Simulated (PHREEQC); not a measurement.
# Hard or scaling water: an equilibrium model

Dissolve 94 mmol/kgw MgCl2, 0.38 mmol/kgw Na2SO4 and 0.22 mmol/kgw MgSO4 at 25 °C. Closed to the air; pH follows from the charge balance.

Computed with PHREEQC (ion-association model, phreeqc.dat).

Each row changes one thing in this solution. Precipitation was switched off in this run.

```json
[
 {"case": "as made", "pH": "6.45", "MgSO4 (mol/kgw)": "0.000377", "SO4-2 (mol/kgw)": "0.000223", "NaSO4- (mol/kgw)": "2.20e-7", "HSO4- (mol/kgw)": "2.68e-9"},
 {"case": "MgCl2 left out", "pH": "6.99", "MgSO4 (mol/kgw)": "1.86e-5", "SO4-2 (mol/kgw)": "0.000580", "NaSO4- (mol/kgw)": "1.81e-6", "HSO4- (mol/kgw)": "4.95e-9"},
 {"case": "MgCl2 replaced by HCl at the same molality", "pH": "1.11", "MgSO4 (mol/kgw)": "1.01e-6", "SO4-2 (mol/kgw)": "0.000129", "NaSO4- (mol/kgw)": "1.86e-7", "HSO4- (mol/kgw)": "0.000470"},
 {"case": "MgSO4 from 0.00022 to 0.00033 mol/kgw", "pH": "6.45", "MgSO4 (mol/kgw)": "0.000446", "SO4-2 (mol/kgw)": "0.000264", "NaSO4- (mol/kgw)": "2.61e-7", "HSO4- (mol/kgw)": "3.16e-9"},
 {"case": "temperature from 25 to 45 °C", "pH": "6.10", "MgSO4 (mol/kgw)": "0.000429", "SO4-2 (mol/kgw)": "0.000171", "NaSO4- (mol/kgw)": "1.82e-7", "HSO4- (mol/kgw)": "7.16e-9"},
 {"case": "MgSO4 left out", "pH": "6.45", "MgSO4 (mol/kgw)": "0.000238", "SO4-2 (mol/kgw)": "0.000141", "NaSO4- (mol/kgw)": "1.40e-7", "HSO4- (mol/kgw)": "1.70e-9"}
]
```

Complexes and solids missing from the database can't appear. At this temperature some constants are extrapolated from 25 °C, and those without enthalpy data are left unchanged.
